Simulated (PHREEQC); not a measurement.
Make-up at 85 °C: 2.2 mmol/kgw HNO3 and 0.28 mmol/kgw Fe(NO3)3. Closed to the air; pH follows from the charge balance.

Computed with PHREEQC (ion-association model, wateq4f.dat).

| quantity | before | after |
|---|---|---|
| pH | 2.61 | 3.28 |
| FeOH+2 (mol/kgw) | 0.000159 | 1.16e-5 |
| Fe(OH)2+ (mol/kgw) | 0.000117 | 4.43e-5 |
| Fe(OH)3 (mol/kgw) | 5.09e-8 | 9.30e-8 |
| SI of Hematite (Fe2O3) | +12.24 | +12.76 |

**Question.** Name the change that produced these shifts.
A. temperature from 85 to 75 °C
B. HNO3 left out
C. diluted 5-fold with water
D. temperature from 85 to 55 °C
E. 0.00022 mol/kgw NaBF4 added

**Answer.** C, diluted 5-fold with water

No solid was allowed to form. Some of these states are supersaturated (in Hematite (slow to form), Goethite (slow to form), for instance). Constants without temperature data keep their 25 °C values here.
